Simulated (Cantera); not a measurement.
A Cantera script and what it prints.

```python
import numpy as np
import cantera as ct

gas_names = """
    H HO2 H2 H2O H2O2 H2S H2SO4 O OH O2 O3 S SH SO SO2 SO3 S2 S2O S8
""".split()
cond_names = """
    H2O(s) H2O(L) H2SO4(L) S(cr1) S(cr2) S(L)
""".split()


# ... load() reads the species with a 1 bar reference pressure and builds the phases ...
atoms = {
    'H2S': {'H': 2, 'S': 1},
    'H2O': {'H': 2, 'O': 1},
}
top_T = {}  # K; cautious upper limits of use, not melting points


# ... equilibrate(T, P, feed) seeds the gas with the atoms and calls Mixture.equilibrate('TP', solver="vcs", rtol=1e-11, max_steps=5000) ...
results = []
feed = {'H2S': 1, 'H2O': 1.6}  # mol
P = 1000  # Pa
for T in [800, 950, 1100, 1250, 1400, 1550, 1700, 1850, 2000, 2150, 2300, 2450, 2600]:
    mix = equilibrate(T, P, feed)
    results.append((T, P, feed, dict(zip(mix.species_names, mix.species_moles))))

top = {s: max(r[3][s] / sum(r[3][g] for g in gas_names) for r in results) for s in gas_names}
cols = sorted((s for s in top if top[s] > 0.0001), key=lambda s: -top[s])[:9]
seen = [c for c in cond_names if any(r[3].get(c, 0) > 1e-12 for r in results)]
print("log10 of partial pressures in bar; condensed amounts in mol")
print(f"{'T/K':>10s}" + "".join(f"{s[:9]:>10s}" for s in cols + seen))
for T, P, feed, n in results:
    ng = sum(n[g] for g in gas_names)
    print(f"{T:10.4g}" + "".join(f"{np.log10(max(n[s] / ng * P / 1e5, 1e-99)):10.3f}" for s in cols)
          + "".join(f"{n.get(c, 0):10.4g}" for c in seen))
```

Result:

```
log10 of partial pressures in bar; condensed amounts in mol
       T/K       H2O        H2       H2S         H        S2        SO       SO2         S        OH
       800    -2.215    -3.724    -2.441   -13.400    -4.037    -9.666    -5.774   -12.995   -15.386
       950    -2.227    -3.161    -2.518   -10.835    -3.473    -8.023    -5.279   -10.490   -12.733
      1100    -2.247    -2.820    -2.683    -8.998    -3.136    -6.801    -4.827    -8.702   -10.775
      1250    -2.270    -2.636    -2.927    -7.634    -2.964    -5.842    -4.380    -7.383    -9.254
      1400    -2.295    -2.539    -3.201    -6.582    -2.897    -5.079    -3.975    -6.379    -8.040
      1550    -2.327    -2.475    -3.461    -5.739    -2.888    -4.482    -3.660    -5.590    -7.065
      1700    -2.370    -2.425    -3.693    -5.044    -2.915    -4.020    -3.444    -4.958    -6.276
      1850    -2.422    -2.384    -3.907    -4.460    -2.972    -3.665    -3.308    -4.444    -5.630
      2000    -2.483    -2.354    -4.114    -3.966    -3.061    -3.394    -3.234    -4.028    -5.095
      2150    -2.551    -2.340    -4.333    -3.545    -3.198    -3.194    -3.208    -3.699    -4.645
      2300    -2.626    -2.347    -4.585    -3.188    -3.402    -3.060    -3.220    -3.456    -4.259
      2450    -2.708    -2.382    -4.892    -2.888    -3.694    -2.985    -3.261    -3.298    -3.923
      2600    -2.814    -2.456    -5.263    -2.644    -4.065    -2.966    -3.335    -3.215    -3.637
```

Cantera equilibrium calculation (NASA polynomials, part measured and part estimated; ideal gas, pure solids and liquids). Gases not in the tables: S3 to S7.
